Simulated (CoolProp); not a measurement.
Vapour-liquid equilibrium of acetone (1) + methanol (2) at 402 kPa; x and y are mole fractions of (1).

Values from CoolProp's multi-fluid Helmholtz-energy mixture model, Lemmon 2006 and de Reuck 1993; pair parameters Bell 2016.

Task: Give the bubble temperature and the first vapour's composition at x = 0.25, 0.35, 0.45. Is there an azeotrope?

Result: x = 0.25: 373.7 K, y = 0.298; x = 0.35: 373.1 K, y = 0.385; x = 0.45: 372.7 K, y = 0.467. y crosses x between x = 0.45 and 0.55: the model has an azeotrope there.

Pair parameters are fitted to limited data, so mixtures are less certain than the pure fluids.
